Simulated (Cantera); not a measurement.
A Cantera script and its output.

```python
import numpy as np
import cantera as ct

gas = ct.Solution("gri30.yaml")
gas.TPX = 1075, 69000, {'H2': 1.2, 'O2': 1, 'N2': 0.97}
reactor = ct.IdealGasConstPressureReactor(gas, energy="off", clone=False)
net = ct.ReactorNet([reactor])
net.rtol, net.atol = 1e-08, 1e-18
show = ['H2', 'O2', 'HO2', 'NO2', 'OH']
times = np.geomspace(2e-05, 60, 9)

steps = ct.SolutionArray(gas, extra=["t"])
rows = []
print(f"{'t/s':>10s}{'T/K':>9s}{'P/Pa':>11s}" + "".join(f"{s:>11s}" for s in show))
for t in times:
    while net.time < t:
        t_next = net.step()
        steps.append(gas.state, t=t_next)
    rows.append([np.interp(t, steps.t, y) for y in (steps.T, steps.P, *steps(*show).X.T)])
    print(f"{t:10.3e}{rows[-1][0]:9.1f}{rows[-1][1]:11.4g}" + "".join(f"{x:11.3e}" for x in rows[-1][2:]))
rate = np.gradient(steps.T, steps.t)
print("integrator steps:", len(steps.t))
if steps.T.max() > steps.T[0] + 200:
    print(f"time of steepest temperature rise: {steps.t[rate.argmax()]:.4e} s")
gas.TPX = 1075, 69000, {'H2': 1.2, 'O2': 1, 'N2': 0.97}
gas.equilibrate("TP")
print(f"equilibrium (TP): T = {gas.T:.1f} K  " + "  ".join(f"{s} {gas[s].X[0]:.3e}" for s in show))
```

Output:

```
       t/s      T/K       P/Pa         H2         O2        HO2        NO2         OH
 2.000e-05   1075.0    6.9e+04  3.785e-01  3.155e-01  5.293e-08  7.525e-25  7.952e-09
 1.290e-04   1075.0    6.9e+04  4.923e-02  1.757e-01  2.910e-04  3.924e-09  9.900e-04
 8.324e-04   1075.0    6.9e+04  2.912e-02  1.677e-01  1.555e-04  2.772e-07  7.365e-06
 5.370e-03   1075.0    6.9e+04  1.769e-02  1.629e-01  1.340e-04  3.119e-07  8.305e-06
 3.464e-02   1075.0    6.9e+04  2.452e-03  1.566e-01  3.881e-05  5.571e-07  3.587e-06
 2.235e-01   1075.0    6.9e+04  1.309e-04  1.557e-01  3.391e-06  7.096e-07  6.104e-07
 1.442e+00   1075.0    6.9e+04  1.345e-06  1.556e-01  7.060e-08  5.358e-07  2.817e-07
 9.301e+00   1075.0    6.9e+04  1.006e-09  1.556e-01  4.474e-09  1.768e-08  9.918e-07
 6.000e+01   1075.0    6.9e+04  1.005e-09  1.556e-01  4.472e-09  1.764e-08  9.926e-07
integrator steps: 2150
equilibrium (TP): T = 1075.0 K  H2 1.005e-09  O2 1.556e-01  HO2 4.472e-09  NO2 9.523e-07  OH 9.923e-07
```

Cantera simulation using GRI-Mech 3.0 (53 species, 325 reactions); the numbers are that mechanism's predictions, not measurements. The temperature is held fixed by assumption; the heat of reaction is taken as removed at once.
